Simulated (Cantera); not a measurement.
# Thermodynamics of carbon deposition, reforming and gasification, feed C₂H₂ + CO₂ + N₂

Input: 1 mol C₂H₂, 1.3 mol CO₂, 31 mol N₂, held at 998.15 K and 1 atm.

Equilibrium computed with Cantera from the NASA thermochemical tables; the gas is ideal and each condensed phase is pure. Candidate condensed phases: C, C₆H₆, C₇H₈, C₈H₁₈, H₂O; 136 gas species. The numbers say what is thermodynamically allowed, not how fast it happens.

```json
{
 "x(N₂)": "0.899",
 "x(CO)": "0.0689",
 "x(H₂)": "0.0281",
 "x(CO₂)": "0.00284",
 "x(H₂O)": "0.000798",
 "x(CH₄)": "7.77e-5",
 "x(NH₃)": "2.66e-6",
 "n(C(graphite))": "0.823 mol",
 "gas_amount": "34.47 mol"
}
```
